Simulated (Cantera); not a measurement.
Charge: 1 mol Si₃N₄, 0.083 mol N₂O, a varied amount of H₂, held at 1525 °C and 1.33 mbar.

These are equilibrium values from Cantera (NASA tables, ideal gas, pure condensed phases), not measurements of a reactor. Candidate condensed phases: H₂O, Si, SiO₂, Si₂N₂O, Si₃N₄; 35 gas species. Gases not in the tables: Si₂H₆ and higher silanes. The numbers say what is thermodynamically allowed, not how fast it happens.

Problem. What share of the Si ends up in condensed phases as a function of n(H₂) (mol), at 27, 41, 61, 92, 140, 210, 310?

Solution. 
```csv
n(H₂) (mol),Si condensed (%),as
27,94.8,Si(l)
41,93.6,Si(l)
61,91.9,Si(l)
92,89.3,Si(l)
140,85.3,Si(l)
210,79.4,Si(l)
310,71.1,Si(l)
```
